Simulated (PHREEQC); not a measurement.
Solution (39 °C): 0.0064 mol Cu(BF4)2 and 0.16 mol Cu(NO3)2 per kg of water. Closed to the air; pH follows from the charge balance.

Equilibrium calculation in PHREEQC: ion-association model, phreeqc.dat.

```yaml
pH: 2.75
ionic_strength: 0.498 mol/kgw
activity_of_water: 0.991
specific_conductance: 34500 µS/cm
density: 1.018 g/cm³
total_alkalinity: -38.4 meq/kg
```

```csv
species,molality,activity,log γ
NO3-,0.320,0.194,-0.217
Cu+2,0.165,0.0400,-0.615
BF4-,0.00977,0.00711,-0.138
HF,0.00437,0.00490,0.050
H+,0.00232,0.00176,-0.119
F-,0.00229,0.00143,-0.203
H3BO3,0.00163,0.00182,0.050
CuF+,0.00162,0.00118,-0.138
BF3OH-,0.000960,0.000698,-0.138
BF2(OH)2-,0.000440,0.000320,-0.138
HF2-,4.03e-5,2.93e-5,-0.138
```

This is a speciation only: nothing precipitates in the calculation. At this temperature some constants are extrapolated from 25 °C, and those without enthalpy data are left unchanged. Real BF4- forms and hydrolyses slowly; the run takes it at equilibrium.
